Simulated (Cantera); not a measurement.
Thermodynamics of boron, boron nitride and boron oxide, feed B₂O₃ + N₂

Input: 1 mol B₂O₃, 1.2 mol N₂, held at 775 K and 44.0 mbar.

Method: chemical equilibrium by Gibbs-energy minimisation in Cantera with the NASA 1993 tables (ideal gas, pure condensed phases). Candidate condensed phases: B, BN, B₂O₃; 17 gas species. Rates play no part.

The x(N₂) is 1.00 and the n(B₂O₃(l)) is 1.00 mol. The gas amount is 1.200 mol. The log10 activity of B(s) (absent) is -26.57.
